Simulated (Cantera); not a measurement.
Predominance diagram of Li at 975 K against the partial pressures of O₂ and Cl₂ (log10, bar). Cantera with NASA thermochemical tables; ideal gases at 1 bar, condensed phases pure. Candidates: Li(l), LiCl(l), Li₂O(s). Only these pure phases compete in this equilibrium. Not in the tables: the peroxide.

**Question.** Which phase is stable at these pairs, and which metal-bearing vapour leads over it? (-1.2, -2); (1, 0); (-5.5, -14); (-5.5, -6); (-22.7, -6); (-3.3, -2); (-9.8, -20)

**Answer.** 
| log p(O₂) | log p(Cl₂) | phase | chief vapour | log p (bar) |
|---|---|---|---|---|
| -1.2 | -2 | LiCl(l) | Li₂Cl₂ | -3.7 |
| 1 | 0 | LiCl(l) | Li₂Cl₂ | -3.7 |
| -5.5 | -14 | Li₂O(s) | LiCl | -4.4 |
| -5.5 | -6 | LiCl(l) | Li₂Cl₂ | -3.7 |
| -22.7 | -6 | LiCl(l) | Li₂Cl₂ | -3.7 |
| -3.3 | -2 | LiCl(l) | Li₂Cl₂ | -3.7 |
| -9.8 | -20 | Li₂O(s) | LiCl | -6.3 |
